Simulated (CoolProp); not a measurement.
Saturation properties of water (Tc = 647.1 K, pc = 22060 kPa, ω = 0.344).

The numbers come from the reference Helmholtz-energy equation of state, Wagner 2002 in CoolProp.

| T (K) | p (kPa) | liquid density (kg/m³) | enthalpy of vaporisation (kJ/kg) | liquid cp (kJ/(kg K)) | vapour Z | liquid conductivity (mW/(m K)) |
|---|---|---|---|---|---|---|
| 329.2 | 16.57 | 985.1 | 2367 | 4.184 | 0.9953 | 647 |
| 345.6 | 34.66 | 976.3 | 2327 | 4.192 | 0.9923 | 662 |
| 361.9 | 66.92 | 966.1 | 2286 | 4.204 | 0.9882 | 672 |
| 378.3 | 121.5 | 954.6 | 2243 | 4.222 | 0.9825 | 679 |
| 394.6 | 208.0 | 941.9 | 2198 | 4.246 | 0.9751 | 682 |
| 411 | 340.1 | 928.0 | 2151 | 4.278 | 0.9655 | 683 |
| 427.3 | 531.5 | 913.1 | 2101 | 4.318 | 0.9536 | 680 |
| 443.7 | 802.8 | 896.9 | 2047 | 4.370 | 0.9391 | 675 |
| 460 | 1171 | 879.6 | 1989 | 4.433 | 0.9219 | 668 |
| 476.4 | 1663 | 860.8 | 1927 | 4.513 | 0.9015 | 658 |
| 492.7 | 2300 | 840.8 | 1859 | 4.612 | 0.8781 | 646 |
| 509.1 | 3115 | 819.0 | 1785 | 4.736 | 0.8510 | 631 |
| 525.4 | 4129 | 795.5 | 1703 | 4.894 | 0.8203 | 614 |

It boils at 373.1 K under 1 atm.

Thermal conductivity comes from a separate model (Huber 2012).
